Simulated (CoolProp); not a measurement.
n-pentane at several states: fugacity coefficient from the reference equation and from simpler models built on Tc = 469.7 K, pc = 33.68 bar, ω = 0.251; each cubic takes its own stable root.

Model: reference Helmholtz-energy equation of state, Thol 2019, in CoolProp.

| T (K) | p (bar) | phase | reference |
|---|---|---|---|
| 311.4 | 0.758 | gas | 0.9693 |
| 311.7 | 103 | liquid | 0.01622 |
| 347.8 | 0.122 | gas | 0.9966 |
| 341.2 | 0.828 | gas | 0.9754 |
| 573.5 | 9.3 | gas | 0.9536 |

### Question
How far does each simpler model (van der Waals, Redlich-Kwong, Soave-Redlich-Kwong, Peng-Robinson) lie from the reference over these 5 states: mean and median of the absolute difference, and the worst?

### Answer
- van der Waals: mean 91.1 %, median 0.9 %, worst +452.5 % at 311.7 K and 103 bar
- Redlich-Kwong: mean 15.2 %, median 0.5 %, worst +74.1 % at 311.7 K and 103 bar
- Soave-Redlich-Kwong: mean 1.0 %, median 0.2 %, worst +4.4 % at 311.7 K and 103 bar
- Peng-Robinson: mean 0.5 %, median 0.3 %, worst -1.3 % at 311.7 K and 103 bar
